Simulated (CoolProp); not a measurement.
Vapour pressure (MPa) of propyne: the reference equation beside estimates from Tc = 129.6 °C, pc = 5.658 MPa, ω = 0.204. Clausius-Clapeyron is anchored at 52.85 °C with a constant enthalpy of vaporisation of 16.86 kJ/mol.

Computed with CoolProp (reference Helmholtz-energy equation of state, Polt 1992). This equation is an older, rougher fit; its heat capacities, sound speeds and derivatives of the liquid may be far off and weren't checked against measurements.

| T (°C) | reference | Clausius-Clapeyron | van der Waals |
|---|---|---|---|
| 18.25 | 0.4772 | 0.5815 | 1.340 |
| 25.25 | 0.5867 | 0.6847 | 1.507 |
| 32.15 | 0.7126 | 0.7983 | 1.683 |
| 39.05 | 0.8583 | 0.9246 | 1.873 |
| 45.95 | 1.026 | 1.064 | 2.075 |
| 52.85 | 1.217 | 1.217 | 2.290 |
| 59.75 | 1.435 | 1.385 | 2.520 |
| 66.65 | 1.680 | 1.567 | 2.763 |
| 73.55 | 1.956 | 1.765 | 3.020 |
| 80.45 | 2.265 | 1.978 | 3.292 |

Absolute difference from the reference over all 10 rows, mean and median: Clausius-Clapeyron 9.5 and 8.7 %, van der Waals 102.2 and 95.2 %.
